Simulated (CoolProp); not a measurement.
Properties of CH2F2 (R32) at several states.

Values from CoolProp's reference Helmholtz-energy equation of state, Tillner-Roth 1997.

```json
[
 {"T (°C)": "-17.55", "p (bar)": "23.5", "phase": "liquid", "cp (kJ/(kg K))": "1.656", "speed of sound (m/s)": "?", "expansivity (1/kK)": "2.777", "conductivity (mW/(m K))": "169", "fugacity coefficient": "0.1783"},
 {"T (°C)": "74.25", "p (bar)": "6.04", "phase": "gas", "cp (kJ/(kg K))": "?", "speed of sound (m/s)": "252.8", "expansivity (1/kK)": "?", "conductivity (mW/(m K))": "18.4", "fugacity coefficient": "0.9582"},
 {"T (°C)": "-117.95", "p (bar)": "0.232", "phase": "liquid", "cp (kJ/(kg K))": "1.571", "speed of sound (m/s)": "1315", "expansivity (1/kK)": "1.770", "conductivity (mW/(m K))": "234", "fugacity coefficient": "0.02619"},
 {"T (°C)": "-80.05", "p (bar)": "326", "phase": "liquid", "cp (kJ/(kg K))": "1.518", "speed of sound (m/s)": "?", "expansivity (1/kK)": "?", "conductivity (mW/(m K))": "222", "fugacity coefficient": "0.001261"},
 {"T (°C)": "-61.25", "p (bar)": "3.65", "phase": "liquid", "cp (kJ/(kg K))": "?", "speed of sound (m/s)": "1022", "expansivity (1/kK)": "2.169", "conductivity (mW/(m K))": "?", "fugacity coefficient": "0.1623"},
 {"T (°C)": "155.85", "p (bar)": "0.142", "phase": "gas", "cp (kJ/(kg K))": "1.034", "speed of sound (m/s)": "284.7", "expansivity (1/kK)": "2.335", "conductivity (mW/(m K))": "25.8", "fugacity coefficient": "0.9995"}
]
```

Problem. What belongs in the gaps?

Solution. 
- -17.55, speed of sound (m/s): 805.8
- 74.25, cp (kJ/(kg K)): 0.9697
- 74.25, expansivity (1/kK): 3.361
- -80.05, speed of sound (m/s): 1244
- -80.05, expansivity (1/kK): 1.685
- -61.25, cp (kJ/(kg K)): 1.574
- -61.25, conductivity (mW/(m K)): 200

Thermal conductivity comes from a separate model (Huber 2003), an estimate that may be off by 10 % or more.
